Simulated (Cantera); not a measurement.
Feed: 1 mol CaO, 4 mol Cl₂, 12 mol N₂, equilibrated at 8.40 mbar.

These are equilibrium values from Cantera (NASA tables, ideal gas, pure condensed phases), not measurements of a reactor. Candidate condensed phases: Ca, CaCl₂, CaO; 17 gas species. Condensed phases not in the tables: oxide chlorides. Kinetics and transport are ignored.

log p: log10 of the partial pressure in bar; n: condensed amount in mol.

```tsv
T (K)	log p N₂	log p Cl	log p Cl₂	log p CaCl₂	log p O₂	n CaCl₂(l)
1175	-2.19	-3.85	-2.81	-5.41	-3.57	0.993
1275	-2.20	-3.43	-2.85	-4.45	-3.58	0.933
1375	-2.22	-3.11	-2.95	-3.65	-3.60	0.550
1475	-2.25	-2.87	-3.13	-3.33	-3.63	0
1575	-2.27	…	…	-3.35	-3.65	0
1675	-2.28	-2.64	…	-3.36	-3.67	0
1775	-2.28	-2.61	-4.12	-3.36	-3.67	0
```

Q: Some entries are withheld; supply them.

A: 
- 1675, log p Cl₂: -3.74
- 1575, log p Cl: -2.72
- 1575, log p Cl₂: -3.39
